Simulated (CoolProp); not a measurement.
Computed with CoolProp (reference Helmholtz-energy equation of state, Wagner 2002).

Problem. For water, give the phase and the density (kg/m³), speed of sound (m/s), Prandtl number at 728.9 K and 21.4 MPa.

Solution. 
- 728.9 K and 21.4 MPa: gas; density 84.5, speed of sound 574, Prandtl number 1.24

Viscosity comes from a separate model (Huber 2009). Thermal conductivity comes from a separate model (Huber 2012).
